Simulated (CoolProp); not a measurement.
Vapour-liquid equilibrium of 1-butene (1) + acetone (2) at 235.7 K; x and y are mole fractions of (1).

The numbers come from the multi-fluid Helmholtz-energy mixture model, Lemmon 2005 and Lemmon 2006; pair parameters Bell 2016 in CoolProp.

Task: Give the bubble pressure and the first vapour's composition at x = 0.05, 0.5, 0.8. Is there an azeotrope?

Result: x = 0.05: 0.06082 bar, y = 0.862; x = 0.5: 0.2122 bar, y = 0.968; x = 0.8: 0.2234 bar, y = 0.974. No azeotrope shows between x = 0.05 and 0.95.

Pair parameters are fitted to limited data, so mixtures are less certain than the pure fluids. With so large a gap from Raoult's law the liquid may split in two, which this calculation doesn't test in full.
